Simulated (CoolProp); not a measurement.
Vapour-liquid equilibrium of propylene (1) + isobutane (2) at 253 kPa; x and y are mole fractions of (1).

Model: multi-fluid Helmholtz-energy mixture model, Lemmon 2013 and Bücker 2006; pair parameters Bell 2016, in CoolProp.

```tsv
x	bubble temperature, mixture model (K)	bubble temperature, Raoult's law (K)	y, mixture model	y, Raoult's law
0.05	282.9	283.7	0.167	0.156
0.2	274.8	274.5	0.438	0.480
0.35	269.6	267.2	0.600	0.675
0.5	264.9	261.4	0.736	0.800
0.65	259.8	256.6	0.855	0.884
0.8	254.3	252.5	0.943	0.944
0.95	249.3	249.0	0.992	0.988
```

The largest gap from Raoult's law is +3.5 K in bubble temperature, at x = 0.5. No azeotrope shows between x = 0.05 and 0.95.

The pair parameters rest on a limited set of measurements; away from them the model extrapolates. The gap from Raoult's law changes sign with composition, which may be real or a fault of the pair parameters; it wasn't checked against measurements.
